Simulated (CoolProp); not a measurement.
Values from CoolProp's reference Helmholtz-energy equation of state, Span 2000.

Question: For nitrogen, give the phase and the cp (kJ/(kg K)), viscosity (µPa s) at 276.6 K and 50.5 bar; 629.7 K and 16.2 bar.

Answer: 
- 276.6 K and 50.5 bar: supercritical; cp 1.14, viscosity 17.8
- 629.7 K and 16.2 bar: gas; cp 1.09, viscosity 30.6

Viscosity comes from a separate model (Lemmon 2004).
